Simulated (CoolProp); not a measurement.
Model: reference Helmholtz-energy equation of state, Schmidt 1985, in CoolProp. Above 300 K oxygen's equation is extrapolated.

Task: For oxygen, give the phase and the density (kg/m³), expansivity (1/kK), Prandtl number, fugacity coefficient at 112 K and 5.29 MPa; 158.7 K and 5.29 MPa; 182.1 K and 5.29 MPa.

Result: 
- 112 K and 5.29 MPa: liquid; density 1040, expansivity 5.32, Prandtl number 1.76, fugacity coefficient 0.123
- 158.7 K and 5.29 MPa: supercritical; density 256, expansivity 64.0, Prandtl number 2.71, fugacity coefficient 0.683
- 182.1 K and 5.29 MPa: supercritical; density 147, expansivity 12.8, Prandtl number 1.03, fugacity coefficient 0.798

Viscosity comes from a separate model (Lemmon 2004). Thermal conductivity comes from a separate model (Lemmon 2004).
